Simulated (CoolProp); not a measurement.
A closed Brayton cycle with nitrogen: compressor inlet 333.15 K and 5 MPa, high pressure 17.2 MPa, turbine inlet 775 K, compressor efficiency 0.8, turbine efficiency 0.85, recuperator effectiveness 0.8 (on enthalpy, no pinch check). Each further row changes one setting.

Values from CoolProp's reference Helmholtz-energy equation of state, Span 2000.

```json
[
 {"case": "as stated", "thermal efficiency (%)": "10.0", "net work (kJ/kg)": "23.1", "compressor to turbine work": "0.89", "compressor exit (K)": "510.6", "turbine exit (K)": "586.7"},
 {"case": "turbine inlet 725 K", "thermal efficiency (%)": "4.4", "net work (kJ/kg)": "9.15", "compressor to turbine work": "0.95", "compressor exit (K)": "510.6", "turbine exit (K)": "547.2"},
 {"case": "compressor inlet 343.15 K", "thermal efficiency (%)": "7.5", "net work (kJ/kg)": "17.2", "compressor to turbine work": "0.92", "compressor exit (K)": "525.7", "turbine exit (K)": "586.7"},
 {"case": "high pressure 14.6 MPa", "thermal efficiency (%)": "13.0", "net work (kJ/kg)": "28.3", "compressor to turbine work": "0.85", "compressor exit (K)": "483.4", "turbine exit (K)": "608.6"},
 {"case": "recuperator effectiveness 0.5", "thermal efficiency (%)": "9.0", "net work (kJ/kg)": "23.1", "compressor to turbine work": "0.89", "compressor exit (K)": "510.6", "turbine exit (K)": "586.7"}
]
```
